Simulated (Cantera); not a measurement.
A freely propagating, adiabatic, planar premixed flame of H₂ : O₂ : N₂ : H₂O = 1 : 0.417 : 1.13 : 0.081 (molar parts), unburnt at 675 K and 0.280 bar; mixture-averaged transport, grid criteria slope 0.08 and curve 0.16, no radiation.

Model: the H2/O2 subset of GRI-Mech 3.0, which has no nitrogen chemistry, integrated in Cantera. Burning velocities carry a grid error of a few per cent, more on coarse grids.

Problem. What does this change do: N2 1.13 to 1.5 parts?

Solution. 
```csv
quantity,before,after
laminar burning velocity,1070 cm/s,907 cm/s
thermal thickness,2.29 mm,2.54 mm
peak x(OH),0.0255,0.0187
peak x(HO₂),0.000104,8.89e-5
peak x(H₂O₂),1.90e-6,1.58e-6
```

Problem. What does this change do: inlet temperature 675 to 625 K?

Solution. 
```tsv
quantity	before	after
laminar burning velocity	1070 cm/s	933 cm/s
thermal thickness	2.29 mm	2.21 mm
peak x(OH)	0.0255	0.0246
peak x(HO₂)	0.000104	0.000123
peak x(H₂O₂)	1.90e-6	2.39e-6
```
